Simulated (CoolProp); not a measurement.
Aqueous potassium formate as a coolant, at 28 °C, 1 atm.

The numbers come from the Melinder's fits for secondary coolants in CoolProp.

```tsv
mass %	freezing point (°C)	viscosity (mPa s)	conductivity (W/(m K))	cp (kJ/(kg K))	density (kg/m³)
2.3	-1.0	0.881	0.606	4.093	1011
6.9	___	0.949	___	___	1039
11.4	-5.7	1.01	0.586	3.763	1066
16	-8.7	1.08	___	3.604	1094
20.6	-12.1	1.17	0.569	___	1123
25.1	-16.0	1.28	0.561	___	1153
29.7	-20.8	1.41	0.552	3.165	1184
34.3	-26.5	1.54	0.541	3.037	1217
38.8	-33.1	1.68	0.529	2.922	1249
43.4	-40.9	1.88	0.517	2.813	1284
```

Fill in the missing entries.


- 6.9, freezing point (°C): -3.2
- 6.9, conductivity (W/(m K)): 0.595
- 6.9, cp (kJ/(kg K)): 3.924
- 16, conductivity (W/(m K)): 0.577
- 20.6, cp (kJ/(kg K)): 3.449
- 25.1, cp (kJ/(kg K)): 3.304
